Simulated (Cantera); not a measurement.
Input (Python, Cantera) and output of one run.

```python
import numpy as np
import cantera as ct

gas_names = """
    F F2 H HF H2 H2F2 H3F3 H4F4 H5F5 H6F6 H7F7 Si SiF SiF2 SiF3 SiF4 SiH SiHF3 SiH2 SiH2F2 SiH3 SiH3F
    SiH4 Si2 Si3
""".split()
cond_names = """
    Si(cr) Si(L)
""".split()


def load(file, names, dense=False):
    # The tables refer to 1 bar. Condensed volumes are neglected.
    table = {s.name: s for s in ct.Species.list_from_file(file)}
    out = []
    for n in names:
        d = dict(table[n].input_data)
        d["thermo"] = dict(d["thermo"], **{"reference-pressure": 1e5})
        if dense:
            d["equation-of-state"] = {"model": "constant-volume", "density": "1e6 g/cm^3"}
        out.append(ct.Species.from_dict(d))
    return out


gas = ct.Solution(thermo="ideal-gas", species=load("nasa_gas.yaml", gas_names))
cond = {s.name: ct.Solution(thermo="fixed-stoichiometry", species=[s], name=s.name)
        for s in load("nasa_condensed.yaml", cond_names, dense=True)}
atoms = {
    'Si': {'Si': 1},
    'F2': {'F': 2},
    'H2': {'H': 2},
}
top_T = {}  # K; cautious upper limits of use, not melting points


def equilibrate(T, P, feed):
    n = {}
    for name, mol in feed.items():
        for a, k in atoms[name].items():
            n[a] = n.get(a, 0.0) + k * mol
    gas.TPX = T, P, n
    mass = sum(n.values()) * gas.mean_molecular_weight
    gas.equilibrate("TP")
    valid = [c for c in cond.values() if c.min_temp <= T <= top_T.get(c.name, c.max_temp)]
    mix = ct.Mixture([(gas, mass / gas.mean_molecular_weight)] + [(c, 0.0) for c in valid])
    mix.T, mix.P = T, P
    mix.equilibrate("TP", solver="vcs", rtol=1e-11, max_steps=5000)
    return mix


results = []
T = 1198.15  # K
P = 13332.2  # Pa
for m in [0.87, 1.9, 4.2, 9.1, 20, 43, 94]:
    feed = {'Si': 1, 'F2': 8.9, 'H2': m}  # mol
    mix = equilibrate(T, P, feed)
    results.append((T, P, feed, dict(zip(mix.species_names, mix.species_moles))))

top = {s: max(r[3][s] / sum(r[3][g] for g in gas_names) for r in results) for s in gas_names}
cols = sorted((s for s in top if top[s] > 0.0001), key=lambda s: -top[s])[:8]
seen = [c for c in cond_names if any(r[3].get(c, 0) > 1e-12 for r in results)]
print("log10 of partial pressures in bar; condensed amounts in mol")
print(f"{'n(H2)':>10s}" + "".join(f"{s[:9]:>10s}" for s in cols + seen))
for T, P, feed, n in results:
    ng = sum(n[g] for g in gas_names)
    print(f"{feed['H2']:10.4g}" + "".join(f"{np.log10(max(n[s] / ng * P / 1e5, 1e-99)):10.3f}" for s in cols)
          + "".join(f"{n.get(c, 0):10.4g}" for c in seen))
```

Result:

```
log10 of partial pressures in bar; condensed amounts in mol
     n(H2)        H2        HF         F        F2      SiF4
      0.87   -26.192    -1.731    -1.099    -1.610    -1.972
       1.9   -25.405    -1.412    -1.174    -1.759    -1.992
       4.2   -24.315    -1.102    -1.409    -2.229    -2.027
       9.1    -1.763    -0.966   -12.548   -24.508    -2.106
        20    -1.203    -1.181   -13.043   -25.498    -2.321
        43    -1.024    -1.442   -13.394   -26.199    -2.582
        94    -0.943    -1.743   -13.736   -26.883    -2.883
```

Cantera equilibrium calculation (NASA polynomials, part measured and part estimated; ideal gas, pure solids and liquids).
